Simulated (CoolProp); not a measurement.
Vapour-liquid equilibrium of carbon dioxide (1) + n-butane (2) at 274 K; x and y are mole fractions of (1).

Computed with CoolProp (multi-fluid Helmholtz-energy mixture model, Span 1996 and Bücker 2006; pair parameters Kunz 2012).

Problem. Give the bubble pressure and the first vapour's composition at x = 0.15, 0.35, 0.85. Is there an azeotrope?

Solution. x = 0.15: 0.9232 MPa, y = 0.878; x = 0.35: 1.767 MPa, y = 0.934; x = 0.85: 3.022 MPa, y = 0.975. No azeotrope shows between x = 0.05 and 0.95.

Pair parameters are fitted to limited data, so mixtures are less certain than the pure fluids. The gap from Raoult's law changes sign with composition, which may be real or a fault of the pair parameters; it wasn't checked against measurements.
